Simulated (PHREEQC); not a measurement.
Reverse-osmosis permeate

A made-up water analysis in mg/L, 25 °C, pH 6.09, pe -0.9:

| constituent | mg/L |
|---|---|
| Na | 3.58 |
| K | 4.93 |
| Ca | 2.29 |
| Mg | 2.33 |
| Cl | 8.13 |
| S(6) as SO4 | 4.14 |
| Alkalinity as HCO3 | 16.8 |
| Zn | 0.0476 |
| Fe(2) | 0.0187 |

Valence states are taken as typed.

Computed with PHREEQC (ion-association model, phreeqc.dat).

This is a speciation only: nothing precipitates in the calculation.

Q: Predict the charge-balance error.

A: charge-balance error -0.1 %.

Q: In which forms is Fe present?

A: Fe+2 97 %, FeHCO3+ 2.4 %, FeSO4 0.6 % of the Fe.

Complexes and solids missing from the database can't appear.
